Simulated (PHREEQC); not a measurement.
Dissolve 0.063 mol HF, 0.011 mol NH4HF2, 0.00034 mol H4SiO4 and 0.0015 mol H3PO4 per kg of water at 25 °C. Closed to the air; pH follows from the charge balance.

Computed with PHREEQC (ion-association model, phreeqc.dat).

| quantity | before | after |
|---|---|---|
| pH | 2.36 | 3.11 |
| ionic strength (mol/kgw) | 0.0163 | 0.0122 |
| HF (mol/kgw) | 0.0658 | 0.00979 |
| F- (mol/kgw) | 0.0114 | 0.00946 |
| HF2- (mol/kgw) | 0.00288 | 0.000355 |
| NH3 (mol/kgw) | 1.24e-9 | 7.15e-9 |
| SI of Quartz (SiO2) | -8.46 | -4.97 |

Task: What was changed between the two runs?
A. temperature from 25 to 75 °C
B. H3PO4 left out
C. H3PO4 replaced by (NH4)2HPO4 at the same molality
D. HF left out

Result: D, HF left out

No solid was allowed to form. SiF6-2 is the database's only silicon fluoride.
